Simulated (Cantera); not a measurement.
**Hydrogen reduction and annealing atmospheres: Fe₃O₄ + H₂ + N₂**

Feed: 1 mol Fe₃O₄, 1500 mol H₂, 10 mol N₂, held at 0.100 bar.

These are equilibrium values from Cantera (NASA tables, ideal gas, pure condensed phases), not measurements of a reactor. Candidate condensed phases: Fe, FeO, Fe(OH)₂, Fe(OH)₃, Fe₂O₃, Fe₃O₄, H₂O; 27 gas species. The numbers say what is thermodynamically allowed, not how fast it happens.

```
T (K)   x H₂     x N₂    x H₂O       x H  n Fe(α)  n Fe(γ)  n Fe(δ)  n Fe(l)
-----  -----  -------  -------  --------  -------  -------  -------  -------
1125   0.991  0.00662  0.00265   1.40e-7     3.00        0        0        0
1200   0.991  0.00662  0.00265   6.21e-7        0     3.00        0        0
1275   0.991  0.00662  0.00265   2.32e-6        0     3.00        0        0
1350   0.991  0.00662  0.00265   7.50e-6        0     3.00        0        0
1425   0.991  0.00662  0.00265   2.15e-5        0     3.00        0        0
1500   0.991  0.00662  0.00265   5.54e-5        0     3.00        0        0
1575   0.991  0.00662  0.00265  0.000131        0     2.99        0        0
1650   0.990  0.00662  0.00265  0.000286        0     2.96        0        0
1725   0.990  0.00662  0.00265  0.000584        0        0     2.86        0
1800   0.989  0.00662  0.00265   0.00113        0        0     2.55        0
1875   0.988  0.00661  0.00264   0.00206        0        0        0     1.77
```
x: gas mole fraction; n: condensed amount in mol.

At 1125 K the condensed part is Fe(α). From 1200 K to 1650 K the condensed part is Fe(γ). From 1725 K to 1800 K the condensed part is Fe(δ). At 1875 K the condensed part is Fe(l).
